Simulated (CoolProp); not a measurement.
The fluid at 417.21 K and 1.64 MPa is throttled through a valve to 0.792 MPa with no heat exchange. The same conditions are run with several fluids, on thermodynamics alone (safety and materials aside).

Model: reference Helmholtz-energy equation of state of each fluid (cyclopentane: Gedanitz 2015; n-nonane: Lemmon 2006; decamethyltetrasiloxane (MD2M): Thol 2017; dimethyl carbonate: Zhou 2011; n-hexane: Thol 2019), in CoolProp.

```json
[
 {"fluid": "cyclopentane", "temperature change (K)": "…", "final phase": "…", "final density (kg/m³)": "…"},
 {"fluid": "n-nonane", "temperature change (K)": "+0.2", "final phase": "liquid", "final density (kg/m³)": "616"},
 {"fluid": "decamethyltetrasiloxane (MD2M)", "temperature change (K)": "+0.2", "final phase": "liquid", "final density (kg/m³)": "729"},
 {"fluid": "dimethyl carbonate", "temperature change (K)": "…", "final phase": "liquid", "final density (kg/m³)": "…"},
 {"fluid": "n-hexane", "temperature change (K)": "…", "final phase": "liquid", "final density (kg/m³)": "…"}
]
```

Problem. Complete the blanks.

Solution. 
- cyclopentane, temperature change (K): -14.6
- cyclopentane, final phase: two-phase, vapour fraction 0.113
- cyclopentane, final density (kg/m³): 139
- dimethyl carbonate, temperature change (K): +0.1
- dimethyl carbonate, final density (kg/m³): 893
- n-hexane, temperature change (K): -0.0
- n-hexane, final density (kg/m³): 529
